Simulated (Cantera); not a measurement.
Charge: 1 mol Fe2O3, 4.3 mol HCl, 0.27 mol O2, held at 1.90 Pa.

Method: chemical equilibrium by Gibbs-energy minimisation in Cantera with the NASA 1993 tables (ideal gas, pure condensed phases). Candidate condensed phases: Fe, FeCl2, FeCl3, FeO, Fe(OH)2, Fe(OH)3, Fe2O3, Fe3O4, H2O; 22 gas species. Kinetics and transport are ignored.

Task: At 1373 K, list the 5 most abundant gas species with their mole fractions, and the condensed phases.

Result: HCl 0.592, H2O 0.142, FeCl2 0.109, O2 0.0904, Cl 0.0662. Condensed: Fe3O4(s).
